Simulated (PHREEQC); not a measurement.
A solution holds 0.078 mol KOH and 0.24 mol H3BO3 per kg of water, at 25 °C. Closed to the air; pH follows from the charge balance.

Equilibrium calculation in PHREEQC: Pitzer model, pitzer.dat.

This is a speciation only: nothing precipitates in the calculation.

Problem. Order these B species by the share of B that they hold, largest first: B3O3(OH)4-, B4O5(OH)4-2, B(OH)4-, B(OH)3.

Solution. B(OH)3 (43 %), B3O3(OH)4- (28 %), B(OH)4- (17 %), B4O5(OH)4-2 (12 %)

The pH is 8.74 and the ionic strength 0.0851 mol/kgw. Complexes and solids missing from the database can't appear.
